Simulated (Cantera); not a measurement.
Input: 1 mol MgO, 2.2 mol O2, 0.32 mol SO2, held at 1275 °C and 9.70 bar.

Method: chemical equilibrium by Gibbs-energy minimisation in Cantera with the NASA 1993 tables (ideal gas, pure condensed phases). Candidate condensed phases: Mg, MgO, MgS, MgSO4, S; 14 gas species. Rates play no part.

Base state: O2 0.872, SO2 0.118, SO3 0.0101 (mole fractions); condensed: MgO(s).

Task: What changes in the equilibrium state with this change: temperature from 1275 °C to 402 °C?

Result: 
```csv
species,before,after
O2,0.872,1.00
SO2,0.118,<1e-9
SO3,0.0101,<1e-9
"MgO(s), mol",1.00,0.680
"MgSO4(s), mol",0,0.320
```
